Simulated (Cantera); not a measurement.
# Silicon carbide growth: (CH₃)₂SiCl₂ + C₂H₂ + H₂

Input: 1 mol (CH₃)₂SiCl₂, 0.1 mol C₂H₂, 7.5 mol H₂, at 188 Torr.

These are equilibrium values from Cantera (NASA tables, ideal gas, pure condensed phases), not measurements of a reactor. Candidate condensed phases: C, C₆H₆, C₇H₈, C₈H₁₈, Si, SiC; 109 gas species. The feed counts by its element totals alone. The tables' values for SiCl, SiCl₃ are old estimates; treat these amounts as uncertain. Gases not in the tables: Si₂H₆ and higher silanes. Equilibrium is a limit: real reactors are often held back by kinetics, nucleation or transport.

| T (°C) | log p H₂ | log p HCl | log p H | log p SiCl₂ | log p C₂H₂ (acetylene) | log p Cl | n C(graphite) | n SiC(s) |
|---|---|---|---|---|---|---|---|---|
| 1550 | -0.68 | -1.38 | -3.70 | -3.17 | -4.36 | -4.52 | 1.23 | 0.967 |
| 1650 | -0.68 | -1.39 | -3.37 | -3.06 | -4.03 | -4.19 | 1.23 | 0.958 |
| 1750 | -0.68 | -1.39 | -3.06 | -2.96 | -3.73 | -3.90 | 1.24 | 0.947 |
| 1850 | -0.69 | -1.40 | -2.79 | -2.87 | -3.47 | -3.64 | 1.23 | 0.934 |
| 1950 | -0.69 | -1.41 | -2.54 | -2.79 | -3.23 | -3.40 | 1.23 | 0.918 |
| 2050 | -0.69 | -1.42 | -2.31 | -2.73 | -3.01 | -3.18 | 1.21 | 0.893 |
| 2150 | -0.70 | -1.44 | -2.10 | -2.68 | -2.81 | -2.98 | 1.19 | 0.848 |
log p: log10 of the partial pressure in bar; n: condensed amount in mol.

From 1550 °C to 2150 °C the condensed part is C(graphite) + SiC(s). The main Si-bearing gas is SiCl₂ throughout. The share of Si in condensed phases is highest at 1550 °C (96.7 %) and lowest at 2150 °C (84.8 %).
